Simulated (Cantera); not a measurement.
Cantera run:

```python
import numpy as np
import cantera as ct

gas_names = """
    H2O Ca H2 OH
""".split()
cond_names = """
    CaO(s) CaO(L) CaO2H2(s)
""".split()


# ... load() reads the species with a 1 bar reference pressure and builds the phases ...
species = {s.name: s for s in load("nasa_gas.yaml", gas_names) + load("nasa_condensed.yaml", cond_names)}
# Each term lists the table entries of one substance; the one whose range holds T is used.
reactions = {
    'H2O(g) + Ca(g) = H2(g) + CaO':
        [(-1, ['H2O']), (-1, ['Ca']), (1, ['H2']), (1, ['CaO(s)', 'CaO(L)'])],
    'Ca(g) + Ca(OH)2 = 2 CaO + H2(g)':
        [(-1, ['Ca']), (-1, ['CaO2H2(s)']), (2, ['CaO(s)', 'CaO(L)']), (1, ['H2'])],
    '2 Ca(OH)2 = H2(g) + 2 CaO + 2 OH(g)':
        [(-2, ['CaO2H2(s)']), (1, ['H2']), (2, ['CaO(s)', 'CaO(L)']), (2, ['OH'])],
}


def pick(names, T):
    return next(species[n] for n in names if species[n].thermo.min_temp <= T <= species[n].thermo.max_temp)


results = []
for label, terms in reactions.items():
    print(label)
    print("     T/K   dH/kJ  dS/(J/K)   dG/kJ   log10 K")
    for T in [550, 600, 650, 700, 750, 800, 850, 900, 950, 1000]:
        used = [(nu, pick(names, T)) for nu, names in terms]
        dH = sum(nu * s.thermo.h(T) for nu, s in used) / 1e6
        dS = sum(nu * s.thermo.s(T) for nu, s in used) / 1e3
        dG = dH - T * dS / 1e3
        logK = -dG * 1e6 / (ct.gas_constant * T * np.log(10))
        results.append((label, T, dH, dS, dG, logK, [s.name for _, s in used]))
        print(f"{T:8g} {dH:8.1f} {dS:8.1f} {dG:8.1f} {logK:8.2f}")
```

Output:

```
H2O(g) + Ca(g) = H2(g) + CaO
     T/K   dH/kJ  dS/(J/K)   dG/kJ   log10 K
     550   -565.8   -162.3   -476.6    45.26
     600   -564.7   -160.3   -468.5    40.79
     650   -563.6   -158.5   -460.6    37.01
     700   -562.4   -156.8   -452.7    33.78
     750   -561.3   -155.3   -444.9    30.98
     800   -560.2   -153.8   -437.1    28.54
     850   -559.1   -152.4   -429.5    26.39
     900   -557.9   -151.2   -421.9    24.49
     950   -556.8   -150.0   -414.4    22.78
    1000   -555.7   -148.8   -406.9    21.25
Ca(g) + Ca(OH)2 = 2 CaO + H2(g)
     T/K   dH/kJ  dS/(J/K)   dG/kJ   log10 K
     550   -461.1    -29.1   -445.1    42.27
     600   -461.0    -28.9   -443.6    38.62
     650   -460.9    -28.8   -442.2    35.53
     700   -460.8    -28.7   -440.7    32.89
     750   -460.8    -28.6   -439.3    30.60
     800   -460.7    -28.6   -437.9    28.59
     850   -460.7    -28.6   -436.4    26.82
     900   -460.8    -28.6   -435.0    25.25
     950   -460.8    -28.7   -433.6    23.84
    1000   -460.9    -28.7   -432.1    22.57
2 Ca(OH)2 = H2(g) + 2 CaO + 2 OH(g)
     T/K   dH/kJ  dS/(J/K)   dG/kJ   log10 K
     550    776.7    398.8    557.4   -52.94
     600    775.5    396.6    537.5   -46.79
     650    774.2    394.5    517.7   -41.60
     700    772.8    392.4    498.1   -37.16
     750    771.3    390.4    478.5   -33.32
     800    769.7    388.3    459.0   -29.97
     850    768.0    386.3    439.7   -27.02
     900    766.2    384.3    420.4   -24.40
     950    764.4    382.3    401.2   -22.06
    1000    762.6    380.4    382.2   -19.96
```

Cantera with NASA thermochemical tables; ideal gases at 1 bar, condensed phases pure. Condensed species are held in their standard states even where they would react or evaporate.
